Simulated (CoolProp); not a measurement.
Model: reference Helmholtz-energy equation of state, Zhou 2012, in CoolProp.

**Question.** For m-xylene, give the phase and the speed of sound (m/s), expansivity (1/kK), conductivity (mW/(m K)) at 462.8 K and 322 kPa.

**Answer.** 
- 462.8 K and 322 kPa: gas; speed of sound 177, expansivity 3.07, conductivity 23.8

Thermal conductivity comes from a separate model (Mylona 2014).
